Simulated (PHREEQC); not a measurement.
Nickel, zinc or cadmium bath (model solution)

Dissolve 0.012 mol Ni(NO3)2, 0.0002 mol Na2SO4 and 0.27 mol NiCl2 per kg of water at 25 °C. Closed to the air; pH follows from the charge balance.

All values are PHREEQC results (ion-association model, wateq4f.dat), not measurements.

| Item | Value |
|---|---|
| pH | 5.54 |
| ionic strength | 0.641 mol/kgw |
| activity of water | 0.988 |

```tsv
species	molality	activity	log γ
Cl-	0.421	0.264	-0.203
Ni+2	0.196	0.0598	-0.515
NiCl+	0.0533	0.0397	-0.129
NiCl2	0.0328	0.0380	0.064
NO3-	0.0240	0.0142	-0.228
Na+	0.000400	0.000283	-0.151
NiSO4	0.000130	0.000151	0.064
SO4-2	6.97e-5	1.29e-5	-0.731
H+	3.81e-6	2.88e-6	-0.121
NiOH+	3.81e-6	2.83e-6	-0.129
```

No solid was allowed to form.
